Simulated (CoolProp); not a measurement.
The numbers come from the reference Helmholtz-energy equation of state, Lemmon 2006 in CoolProp. It is a short technical equation, of lower accuracy than the large ones.

Problem. Give the vapour pressure (kPa), liquid density (kg/m³), vapour density (kg/m³) of saturated acetone at 126.55, 155.75, 158.95 °C.

Solution. 
```
T (°C)  p (kPa)  liquid density (kg/m³)  vapour density (kg/m³)
------  -------  ----------------------  ----------------------
126.55      701                     656                    14.7
155.75     1280                     609                    27.6
158.95     1360                     604                    29.5
```
